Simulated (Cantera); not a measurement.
Cantera run, input and output.

```python
import numpy as np
import cantera as ct

gas = ct.Solution("gri30.yaml")
gas.TPX = 1675, 150000, {'CH4': 1, 'CO': 0.063, 'O2': 0.879, 'N2': 3.6, 'CO2': 0.7}
reactor = ct.IdealGasConstPressureReactor(gas, energy="on", clone=False)
net = ct.ReactorNet([reactor])
net.rtol, net.atol = 1e-08, 1e-16
show = ['CH4', 'CO', 'O2', 'C2H4', 'C2H2', 'H2O', 'OH']
times = np.geomspace(5e-06, 4, 16)

steps = ct.SolutionArray(gas, extra=["t"])
rows = []
print(f"{'t/s':>10s}{'T/K':>9s}{'P/Pa':>11s}" + "".join(f"{s:>11s}" for s in show))
for t in times:
    while net.time < t:
        t_next = net.step()
        steps.append(gas.state, t=t_next)
    rows.append([np.interp(t, steps.t, y) for y in (steps.T, steps.P, *steps(*show).X.T)])
    print(f"{t:10.3e}{rows[-1][0]:9.1f}{rows[-1][1]:11.4g}" + "".join(f"{x:11.3e}" for x in rows[-1][2:]))
rate = np.gradient(steps.T, steps.t)
print("integrator steps:", len(steps.t))
if steps.T.max() > steps.T[0] + 200:
    print(f"time of steepest temperature rise: {steps.t[rate.argmax()]:.4e} s")
gas.TPX = 1675, 150000, {'CH4': 1, 'CO': 0.063, 'O2': 0.879, 'N2': 3.6, 'CO2': 0.7}
gas.equilibrate("HP")
print(f"equilibrium (HP): T = {gas.T:.1f} K  " + "  ".join(f"{s} {gas[s].X[0]:.3e}" for s in show))
```

Output:

```
       t/s      T/K       P/Pa        CH4         CO         O2       C2H4       C2H2        H2O         OH
 5.000e-06   1674.9    1.5e+05  1.602e-01  1.009e-02  1.408e-01  6.338e-09  1.419e-12  5.299e-06  1.585e-07
 1.237e-05   1674.7    1.5e+05  1.601e-01  1.009e-02  1.408e-01  1.362e-07  7.940e-11  2.184e-05  3.026e-07
 3.062e-05   1674.5    1.5e+05  1.599e-01  1.009e-02  1.407e-01  2.956e-06  4.643e-09  1.085e-04  6.718e-07
 7.579e-05   1675.4    1.5e+05  1.587e-01  1.013e-02  1.402e-01  5.898e-05  3.006e-07  6.515e-04  1.851e-06
 1.876e-04   1696.8    1.5e+05  1.491e-01  1.201e-02  1.350e-01  1.092e-03  2.680e-05  6.324e-03  1.029e-05
 4.642e-04   2375.4    1.5e+05  8.186e-04  1.835e-01  5.673e-06  5.574e-06  3.793e-03  1.590e-01  6.889e-04
 1.149e-03   2360.8    1.5e+05  3.809e-06  1.948e-01  6.886e-06  2.121e-09  9.143e-06  1.527e-01  7.095e-04
 2.843e-03   2356.9    1.5e+05  2.884e-11  1.947e-01  9.310e-06  9.796e-18  4.513e-14  1.524e-01  8.192e-04
 7.035e-03   2356.9    1.5e+05  2.748e-11  1.947e-01  9.414e-06  8.091e-18  3.737e-14  1.524e-01  8.236e-04
 1.741e-02   2357.2    1.5e+05  2.727e-11  1.947e-01  9.444e-06  8.019e-18  3.708e-14  1.524e-01  8.250e-04
 4.309e-02   2357.4    1.5e+05  2.711e-11  1.947e-01  9.471e-06  7.964e-18  3.687e-14  1.524e-01  8.263e-04
 1.066e-01   2357.5    1.5e+05  2.706e-11  1.947e-01  9.481e-06  7.947e-18  3.680e-14  1.524e-01  8.267e-04
 2.639e-01   2357.5    1.5e+05  2.706e-11  1.947e-01  9.481e-06  7.946e-18  3.680e-14  1.524e-01  8.267e-04
 6.531e-01   2357.5    1.5e+05  2.706e-11  1.947e-01  9.481e-06  7.946e-18  3.680e-14  1.524e-01  8.267e-04
 1.616e+00   2357.5    1.5e+05  2.706e-11  1.947e-01  9.481e-06  7.946e-18  3.680e-14  1.524e-01  8.267e-04
 4.000e+00   2357.5    1.5e+05  2.706e-11  1.947e-01  9.481e-06  7.946e-18  3.680e-14  1.524e-01  8.267e-04
integrator steps: 1750
time of steepest temperature rise: 3.1220e-04 s
equilibrium (HP): T = 2357.5 K  CH4 3.030e-11  CO 1.947e-01  O2 9.481e-06  C2H4 8.742e-18  C2H2 4.048e-14  H2O 1.524e-01  OH 8.267e-04
```

Computed with Cantera and GRI-Mech 3.0 (53 species, 325 reactions).
